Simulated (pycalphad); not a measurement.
Source of the numbers: pycalphad with the COST 507 light-alloy database (1999); pressure 1 atm. These are 1990s assessments: newer ones move some temperatures and phases. Amounts are mole fractions of atoms.

Give the equilibrium state of Al-0.93Si-0.64Mg (at.%) at 900 K.

fcc, fraction 0.863, with 0.41 Si, 0.45 Mg at.%; liquid, fraction 0.137, with 4.2 Si, 1.8 Mg at.%.

Give the equilibrium state of Al-0.93Si-0.64Mg (at.%) at 800 K.

fcc, fraction 0.999, with 0.90 Si, 0.58 Mg at.%; MG2SI, fraction 0.001, with 33.3 Si, 66.7 Mg at.%.

Database names, with the compositions (at.%) that they take in these runs: MG2SI: Mg 67 Si 33.
